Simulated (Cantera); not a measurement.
**Titanium nitride, carbide and oxide coatings: Ti + O₂ + H₂**

Feed: 1 mol Ti, 1.6 mol O₂, 30 mol H₂, equilibrated at 1925 K and 3500 Pa.

Cantera equilibrium calculation (NASA polynomials, part measured and part estimated; ideal gas, pure solids and liquids). Candidate condensed phases: H₂O, Ti, TiO, TiO₂, Ti₂O₃, Ti₃O₅, Ti₄O₇; 12 gas species. The numbers say what is thermodynamically allowed, not how fast it happens.

```yaml
x(H₂): 0.944
x(H₂O): 0.0510
x(H): 0.00497
x(OH): 2.32e-5
x(TiO₂): 1.04e-6
n(Ti₃O₅(s)): 0.333 mol
gas_amount: 30.08 mol
log10 activity of Ti₄O₇(s) (absent): -0.07
log10 activity of Ti₂O₃(s) (absent): -0.44
log10 activity of Ti(β) (absent): -6.28
```
